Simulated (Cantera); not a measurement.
A closed system holds: 1 mol C₂H₆, 1.8 mol H₂, 6.9 mol N₂, at 13.0 bar.

Cantera equilibrium calculation (NASA polynomials, part measured and part estimated; ideal gas, pure solids and liquids). Candidate condensed phases: C, C₆H₆, C₇H₈, C₈H₁₈; 92 gas species. Equilibrium is a limit: real reactors are often held back by kinetics, nucleation or transport.

What share of the C ends up in condensed phases as a function of T (K), at 1873, 1948, 2023, 2098, 2173, 2248, 2323, 2398, 2473, 2548, 2623, 2698, 2773, 2848?


```tsv
T (K)	C condensed (%)	as
1873	96.5	C(graphite)
1948	95.5	C(graphite)
2023	94.2	C(graphite)
2098	92.4	C(graphite)
2173	90.2	C(graphite)
2248	87.4	C(graphite)
2323	84.0	C(graphite)
2398	79.9	C(graphite)
2473	75.0	C(graphite)
2548	69.3	C(graphite)
2623	62.8	C(graphite)
2698	55.3	C(graphite)
2773	46.8	C(graphite)
2848	37.3	C(graphite)
```
